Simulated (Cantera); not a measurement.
An isothermal, constant-pressure homogeneous reactor starts with NH3 : H2 = 1 : 26 (molar parts), at 1823 K and 0.150 bar.

Computed with Cantera and the gas-phase N/H chemistry of the illustrative SiF4/NH3 mechanism in the Surface Chemkin manual (1991). Walls and surfaces, which speed up NH3 decomposition in real reactors, are not modelled.

x: mole fraction; the columns are a selection and need not sum to one.

```json
[
 {"t (s)": "6.00e-6", "x NH3": "0.0370", "x H2": "0.963", "x N2": "<1e-12", "x NH": "<1e-12", "x N": "<1e-12", "x N2H4": "<1e-12"},
 {"t (s)": "1.65e-5", "x NH3": "0.0370", "x H2": "0.963", "x N2": "<1e-12", "x NH": "<1e-12", "x N": "<1e-12", "x N2H4": "<1e-12"},
 {"t (s)": "4.52e-5", "x NH3": "0.0370", "x H2": "0.963", "x N2": "<1e-12", "x NH": "2.25e-12", "x N": "<1e-12", "x N2H4": "<1e-12"},
 {"t (s)": "0.000124", "x NH3": "0.0370", "x H2": "0.963", "x N2": "<1e-12", "x NH": "1.70e-11", "x N": "<1e-12", "x N2H4": "<1e-12"},
 {"t (s)": "0.000340", "x NH3": "0.0370", "x H2": "0.963", "x N2": "7.88e-12", "x NH": "1.28e-10", "x N": "<1e-12", "x N2H4": "<1e-12"},
 {"t (s)": "0.000933", "x NH3": "0.0370", "x H2": "0.963", "x N2": "2.67e-10", "x NH": "9.64e-10", "x N": "2.67e-12", "x N2H4": "<1e-12"},
 {"t (s)": "0.00256", "x NH3": "0.0370", "x H2": "0.963", "x N2": "7.27e-9", "x NH": "7.25e-9", "x N": "5.53e-11", "x N2H4": "5.38e-12"},
 {"t (s)": "0.00703", "x NH3": "0.0370", "x H2": "0.963", "x N2": "1.92e-7", "x NH": "5.40e-8", "x N": "1.12e-9", "x N2H4": "4.01e-11"},
 {"t (s)": "0.0193", "x NH3": "0.0370", "x H2": "0.963", "x N2": "…", "x NH": "…", "x N": "…", "x N2H4": "2.74e-10"},
 {"t (s)": "0.0529", "x NH3": "0.0367", "x H2": "0.963", "x N2": "0.000116", "x NH": "1.26e-6", "x N": "1.27e-7", "x N2H4": "9.27e-10"},
 {"t (s)": "0.145", "x NH3": "0.0356", "x H2": "0.963", "x N2": "…", "x NH": "1.41e-6", "x N": "1.53e-7", "x N2H4": "…"},
 {"t (s)": "0.398", "x NH3": "0.0326", "x H2": "0.965", "x N2": "0.00209", "x NH": "1.37e-6", "x N": "1.52e-7", "x N2H4": "8.91e-10"},
 {"t (s)": "1.09", "x NH3": "0.0259", "x H2": "0.968", "x N2": "0.00536", "x NH": "1.25e-6", "x N": "1.49e-7", "x N2H4": "6.44e-10"},
 {"t (s)": "3.00", "x NH3": "0.0143", "x H2": "0.974", "x N2": "0.0110", "x NH": "9.73e-7", "x N": "1.38e-7", "x N2H4": "2.76e-10"}
]
```

Q: Fill in the missing entries.

A: 
- 0.0193, x N2: 5.62e-6
- 0.0193, x NH: 3.70e-7
- 0.0193, x N: 2.01e-8
- 0.145, x N2: 0.000660
- 0.145, x N2H4: 1.01e-9
